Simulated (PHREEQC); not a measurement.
Solution (20 °C): 7.2 mmol/kgw HCl, 0.96 mmol/kgw ZnSO4 and 0.059 mmol/kgw Fe2(SO4)3. Closed to the air; pH follows from the charge balance.

Computed with PHREEQC (ion-association model, phreeqc.dat).

Precipitation was switched off in this run.

Task: Predict the pH, specific conductance.

Result: pH 2.20; specific conductance 2630 µS/cm.

Task: In which forms is S present?

Result: SO4-2 63 %, HSO4- 25 %, FeSO4+ 5.9 %, ZnSO4 5.5 % of the S.

Saturation is exceeded, for instance for Hematite (slow to form), Goethite (slow to form); the values hold only as long as no solid forms. Species that the database lacks are ignored.
